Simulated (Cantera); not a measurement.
Source: NASA polynomial tables (part measured, part estimated), evaluated in Cantera. Values are per mole of reaction as written; species without (g) are pure solids or liquids, kept so even where they would boil at 1 bar.

a) 2 H2(g) + O2(g) ⇌ 2 H2O(g)
b) 2 B + O2(g) ⇌ B2O2(g)
c) 1.2 Ti + O2(g) ⇌ 0.4 Ti3O5

Order these by ΔG° at 1850 K, most negative first.

c (-663 kJ), b (-499 kJ), a (-288 kJ)
